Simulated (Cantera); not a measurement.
A Cantera script and its output.

```python
import numpy as np
import cantera as ct

gas = ct.Solution("gri30.yaml")
gas.TPX = 1725, 100000, {'CH4': 1, 'O2': 3.23, 'N2': 12.1}
reactor = ct.IdealGasConstPressureReactor(gas, energy="on", clone=False)
net = ct.ReactorNet([reactor])
net.rtol, net.atol = 1e-08, 1e-16
show = ['CH4', 'O2', 'H', 'C2H2', 'N2O']
times = np.geomspace(8e-06, 0.2, 16)

steps = ct.SolutionArray(gas, extra=["t"])
rows = []
print(f"{'t/s':>10s}{'T/K':>9s}{'P/Pa':>11s}" + "".join(f"{s:>11s}" for s in show))
for t in times:
    while net.time < t:
        t_next = net.step()
        steps.append(gas.state, t=t_next)
    rows.append([np.interp(t, steps.t, y) for y in (steps.T, steps.P, *steps(*show).X.T)])
    print(f"{t:10.3e}{rows[-1][0]:9.1f}{rows[-1][1]:11.4g}" + "".join(f"{x:11.3e}" for x in rows[-1][2:]))
rate = np.gradient(steps.T, steps.t)
print("integrator steps:", len(steps.t))
if steps.T.max() > steps.T[0] + 200:
    print(f"time of steepest temperature rise: {steps.t[rate.argmax()]:.4e} s")
gas.TPX = 1725, 100000, {'CH4': 1, 'O2': 3.23, 'N2': 12.1}
gas.equilibrate("HP")
print(f"equilibrium (HP): T = {gas.T:.1f} K  " + "  ".join(f"{s} {gas[s].X[0]:.3e}" for s in show))
```

Output:

```
       t/s      T/K       P/Pa        CH4         O2          H       C2H2        N2O
 8.000e-06   1724.9      1e+05  6.121e-02  1.978e-01  2.729e-07  2.660e-12  6.227e-11
 1.571e-05   1724.8      1e+05  6.117e-02  1.978e-01  3.350e-07  5.635e-11  2.031e-10
 3.087e-05   1724.7      1e+05  6.107e-02  1.977e-01  5.310e-07  1.228e-09  6.803e-10
 6.063e-05   1725.0      1e+05  6.063e-02  1.975e-01  1.511e-06  3.492e-08  2.291e-09
 1.191e-04   1735.5      1e+05  5.685e-02  1.950e-01  1.867e-05  2.892e-06  1.072e-08
 2.339e-04   2455.4      1e+05  1.799e-17  7.619e-02  1.029e-02  6.811e-21  3.160e-07
 4.595e-04   2634.4      1e+05  1.929e-17  7.490e-02  4.284e-03  1.091e-20  6.347e-07
 9.025e-04   2663.2      1e+05  2.072e-17  7.384e-02  3.494e-03  1.091e-20  7.373e-07
 1.773e-03   2660.3      1e+05  2.065e-17  7.242e-02  3.426e-03  1.064e-20  7.514e-07
 3.482e-03   2655.4      1e+05  2.051e-17  7.045e-02  3.349e-03  1.025e-20  7.835e-07
 6.840e-03   2651.0      1e+05  2.037e-17  6.863e-02  3.278e-03  9.891e-21  8.270e-07
 1.344e-02   2649.1      1e+05  2.032e-17  6.787e-02  3.249e-03  9.741e-21  8.492e-07
 2.639e-02   2648.8      1e+05  2.031e-17  6.778e-02  3.245e-03  9.724e-21  8.518e-07
 5.184e-02   2648.8      1e+05  2.031e-17  6.778e-02  3.245e-03  9.724e-21  8.518e-07
 1.018e-01   2648.8      1e+05  2.031e-17  6.778e-02  3.245e-03  9.724e-21  8.518e-07
 2.000e-01   2648.8      1e+05  2.031e-17  6.778e-02  3.245e-03  9.724e-21  8.518e-07
integrator steps: 1714
time of steepest temperature rise: 1.7311e-04 s
equilibrium (HP): T = 2648.8 K  CH4 2.894e-17  O2 6.778e-02  H 3.245e-03  C2H2 1.060e-20  N2O 8.518e-07
```

Cantera simulation using GRI-Mech 3.0 (53 species, 325 reactions); the numbers are that mechanism's predictions, not measurements.
